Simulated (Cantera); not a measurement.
Charge: 1 mol C2H6, 0.61 mol H2O, equilibrated at 33.0 Pa.

These are equilibrium values from Cantera (NASA tables, ideal gas, pure condensed phases), not measurements of a reactor. Candidate condensed phases: C, C6H6, C7H8, C8H18, H2O; 131 gas species. Ions and electrons are included (thermal ionisation). Rates play no part.

log p: log10 of the partial pressure in bar; n: condensed amount in mol.

```
T (°C)  log p H  log p H2  log p C  log p CO  log p O  log p C3  log p C2  n C(graphite)
------  -------  --------  -------  --------  -------  --------  --------  -------------
1727      -4.58     -3.59   -10.52     -4.34   -14.98    -10.56       ___           1.38
2227      -3.66     -4.12    -6.78     -4.50   -13.18     -6.30       ___           1.32
2727      -3.56     -5.52    -4.79     -4.63   -11.48     -4.99       ___              0
3227      -3.59     -6.72    -4.32     -4.66    -9.26     -6.91       ___              0
3727      -3.59     -7.58    -4.30     -4.66    -7.22     -9.37       ___              0
4227      -3.59     -8.26    -4.29     -4.71    -5.68    -11.27       ___              0
4727      -3.61     -8.83    -4.22     -5.12    -4.88    -12.62       ___              0
```

**Question.** Some entries are withheld; supply them.

**Answer.** 
- 1727, log p C2: -11.63
- 2227, log p C2: -7.34
- 2727, log p C2: -5.49
- 3227, log p C2: -6.07
- 3727, log p C2: -7.18
- 4227, log p C2: -8.04
- 4727, log p C2: -8.61
